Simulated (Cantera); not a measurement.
## Tantalum, niobium, vanadium and zirconium in process gases: Zr + O₂ + H₂

Feed: 1 mol Zr, 3.5 mol O₂, 200 mol H₂, at 9.90 bar.

Cantera equilibrium calculation (NASA polynomials, part measured and part estimated; ideal gas, pure solids and liquids). Candidate condensed phases: H₂O, Zr, ZrO₂; 12 gas species. Rates play no part.

```csv
T (°C),x H₂,x H₂O,x H,x OH,n ZrO₂(monoclinic),n ZrO₂(tetragonal),n ZrO₂(s)
1150,0.975,0.0250,2.08e-6,1.16e-9,1.00,0,0
1250,0.975,0.0250,7.25e-6,5.73e-9,0,1.00,0
1350,0.975,0.0250,2.17e-5,2.33e-8,0,1.00,0
1450,0.975,0.0250,5.72e-5,8.04e-8,0,1.00,0
1550,0.975,0.0250,0.000136,2.43e-7,0,1.00,0
1650,0.975,0.0250,0.000296,6.53e-7,0,1.00,0
1750,0.974,0.0250,0.000596,1.59e-6,0,1.00,0
1850,0.974,0.0250,0.00113,3.57e-6,0,1.00,0
1950,0.973,0.0250,0.00201,7.44e-6,0,1.00,0
2050,0.972,0.0249,0.00341,1.46e-5,0,1.000,0
2150,0.970,0.0249,0.00555,2.70e-5,0,1.000,0
2250,0.966,0.0248,0.00868,4.75e-5,0,1.000,0
2350,0.962,0.0248,0.0131,8.01e-5,0,0,1.000
2450,0.956,0.0246,0.0192,0.000130,0,0,1.000
```
x: gas mole fraction; n: condensed amount in mol.

At 1150 °C the condensed part is ZrO₂(monoclinic). From 1250 °C to 2250 °C the condensed part is ZrO₂(tetragonal). From 2350 °C to 2450 °C the condensed part is ZrO₂(s).
